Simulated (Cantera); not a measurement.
# Thermodynamics of silicon oxide and oxynitride deposition, feed SiF₄ + O₂ + H₂

Input: 1 mol SiF₄, 22 mol O₂, 0.86 mol H₂, equilibrated at 1523.15 K and 40.0 Pa.

Method: chemical equilibrium by Gibbs-energy minimisation in Cantera with the NASA 1993 tables (ideal gas, pure condensed phases). Candidate condensed phases: H₂O, Si, SiO₂; 38 gas species. The tables hold silica as quartz up to 1696 K and as liquid above; real silica turns to tridymite and cristobalite and melts near 1996 K. Rates play no part.

- x(O₂) = 0.904
- x(HF) = 0.0717
- x(SiF₄) = 0.0240
- x(O) = 0.000263
- x(H₂O) = 0.000150
- x(OH) = 3.76e-5
- x(F) = 1.89e-5
- x(SiF₃) = 1.04e-6
- n(SiO₂(β-quartz)) = 0.428 mol
- gas amount = 23.86 mol
- log10 activity of Si(s) (absent) = -18.49
